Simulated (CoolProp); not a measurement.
Computed with CoolProp (reference Helmholtz-energy equation of state, Span 1996).

### Question
For carbon dioxide, give the phase and the cp (kJ/(kg K)), Joule-Thomson coefficient (K/MPa), isothermal compressibility (1/MPa), viscosity (µPa s) at 388 K and 3.95 MPa.

### Answer
- 388 K and 3.95 MPa: gas; cp 1.06, Joule-Thomson coefficient 5.56, isothermal compressibility 0.276, viscosity 19.8

Viscosity comes from a separate model (Laesecke 2017).
